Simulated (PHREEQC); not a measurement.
Solution (20 °C): 0.018 mol Na2SO4 and 0.0013 mol NH4Cl per kg of water. Closed to the air; pH follows from the charge balance.

Model: ion-association model, phreeqc.dat, run in PHREEQC.

| quantity | before | after |
|---|---|---|
| pH | 6.36 | 5.91 |
| ionic strength (mol/kgw) | 0.0525 | 0.0521 |

### Question
Which change was made?
A) Na2SO4 from 0.018 to 0.027 mol/kgw
B) Na2SO4 left out
C) Na2SO4 from 0.018 to 0.18 mol/kgw
D) temperature from 20 to 60 °C
E) NH4Cl left out

### Answer
D, temperature from 20 to 60 °C

This is a speciation only: nothing precipitates in the calculation. At this temperature some constants are extrapolated from 25 °C, and those without enthalpy data are left unchanged.
